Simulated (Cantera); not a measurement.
Input (Python, Cantera):

```python
import numpy as np
import cantera as ct

gas = ct.Solution("gri30.yaml")


def delay(T, t_max=10):
    gas.TPX = T, 48000, {'CH4': 1, 'C2H6': 0.1, 'C3H8': 0.041, 'O2': 2.75, 'N2': 10.3}
    reactor = ct.IdealGasConstPressureReactor(gas, clone=False)
    net = ct.ReactorNet([reactor])
    net.rtol, net.atol = 1e-8, 1e-16
    while net.time < t_max:
        t_old, T_old = net.time, reactor.T
        net.step()
        if reactor.T > T + 400:  # ignition: a rise of 400 K
            return t_old + (T + 400 - T_old) / (reactor.T - T_old) * (net.time - t_old)
    return np.nan


taus = []
for T in [1148, 1223, 1298, 1373, 1448, 1523, 1598, 1673, 1748]:
    taus.append(delay(T))
    print(f"T0 = {T:6g} K   tau = {taus[-1]:.4e} s")
```

Result:

```
T0 =   1148 K   tau = 1.6551e-02 s
T0 =   1223 K   tau = 5.8590e-03 s
T0 =   1298 K   tau = 2.2658e-03 s
T0 =   1373 K   tau = 9.7118e-04 s
T0 =   1448 K   tau = 4.6527e-04 s
T0 =   1523 K   tau = 2.4841e-04 s
T0 =   1598 K   tau = 1.4609e-04 s
T0 =   1673 K   tau = 9.3210e-05 s
T0 =   1748 K   tau = 6.3580e-05 s
```

Detailed kinetics in Cantera: GRI-Mech 3.0 (53 species, 325 reactions).
